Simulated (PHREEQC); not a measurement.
Alkaline etch or developer

Consider water at 25 °C with 0.012 mol NaOH, 5.6e-06 mol CO2 and 0.0042 mol K2CO3 per kg of water. Closed to the air; pH follows from the charge balance.

All values are PHREEQC results (Pitzer model, pitzer.dat), not measurements.

* **pH**: 12.01
* **ionic strength**: 0.0245 mol/kgw
* **specific conductance**: 3730 µS/cm
* **osmotic coefficient**: 0.939
* **total alkalinity**: 20.4 meq/kg

```json
[
 {"species": "OH-", "molality": "0.0120", "activity": "0.0104", "log γ": "-0.065"},
 {"species": "Na+", "molality": "0.0120", "activity": "0.0103", "log γ": "-0.067"},
 {"species": "K+", "molality": "0.00840", "activity": "0.00722", "log γ": "-0.066"},
 {"species": "CO3-2", "molality": "0.00415", "activity": "0.00226", "log γ": "-0.264"},
 {"species": "HCO3-", "molality": "5.31e-5", "activity": "4.81e-5", "log γ": "-0.042"}
]
```

Precipitation was switched off in this run. Complexes and solids missing from the database can't appear.
